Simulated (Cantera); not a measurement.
A perfectly stirred reactor is fed with NO : N2 = 1 : 0.13 (molar parts), at 0.120 bar; it is held at 2198 K, and followed from long to short residence time.

Computed with Cantera and GRI-Mech 3.0 (53 species, 325 reactions).

Question: What does this change do: temperature 2198 to 1500 K?

Answer: 
| quantity | before | after |
|---|---|---|
| x(NO) at τ = 3.60 s | 0.0916 | 0.879 |
| x(N2O) at τ = 3.60 s | 2.55e-6 | 0.000228 |
| x(O2) at τ = 3.60 s | 0.393 | 0.00284 |
| x(NO2) at τ = 3.60 s | 5.53e-5 | 0.000263 |
| x(N2) at τ = 3.60 s | 0.510 | 0.118 |
| x(NO) at τ = 20.0 ms | 0.848 | 0.885 |
| x(N2O) at τ = 20.0 ms | 0.000288 | 1.62e-5 |
| x(O2) at τ = 20.0 ms | 0.0169 | 5.46e-7 |
| x(NO2) at τ = 20.0 ms | 0.000128 | 1.70e-5 |
| x(N2) at τ = 20.0 ms | 0.133 | 0.115 |

Question: What does this change do: 0.0042 parts H2O added?

Answer: 
| quantity | before | after |
|---|---|---|
| x(NO) at τ = 3.60 s | 0.0916 | 0.0904 |
| x(N2O) at τ = 3.60 s | 2.55e-6 | 2.24e-6 |
| x(O2) at τ = 3.60 s | 0.393 | 0.392 |
| x(NO2) at τ = 3.60 s | 5.53e-5 | 5.44e-5 |
| x(N2) at τ = 3.60 s | 0.510 | 0.509 |
| x(NO) at τ = 20.0 ms | 0.848 | 0.844 |
| x(N2O) at τ = 20.0 ms | 0.000288 | 0.000198 |
| x(O2) at τ = 20.0 ms | 0.0169 | 0.0176 |
| x(NO2) at τ = 20.0 ms | 0.000128 | 0.000106 |
| x(N2) at τ = 20.0 ms | 0.133 | 0.133 |

Question: What does this change do: temperature 2198 to 2125 K?

Answer: 
```tsv
quantity	before	after
x(NO) at τ = 3.60 s	0.0916	0.147
x(N2O) at τ = 3.60 s	2.55e-6	6.56e-6
x(O2) at τ = 3.60 s	0.393	0.367
x(NO2) at τ = 3.60 s	5.53e-5	9.49e-5
x(N2) at τ = 3.60 s	0.510	0.483
x(NO) at τ = 20.0 ms	0.848	0.866
x(N2O) at τ = 20.0 ms	0.000288	0.000298
x(O2) at τ = 20.0 ms	0.0169	0.00851
x(NO2) at τ = 20.0 ms	0.000128	0.000120
x(N2) at τ = 20.0 ms	0.133	0.124
```
